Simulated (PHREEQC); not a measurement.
**Acid rinse or clean: an equilibrium model**

Consider water at 80 °C with 0.3 mmol/kgw HCl, 0.0122 mmol/kgw ZnSO4 and 0.015 mmol/kgw CuCl2. Closed to the air; pH follows from the charge balance.

The numbers come from PHREEQC with the ion-association model, phreeqc.dat.

No solid was allowed to form.

### Question
Predict the pH, specific conductance.

### Answer
pH 3.54; specific conductance 331 µS/cm.

### Question
In which forms is S present?

### Answer
SO4-2 90 %, HSO4- 9.7 % of the S.

Species that the database lacks are ignored. Away from 25 °C the constants follow the database's enthalpies or fits; those with neither stay at their 25 °C values.
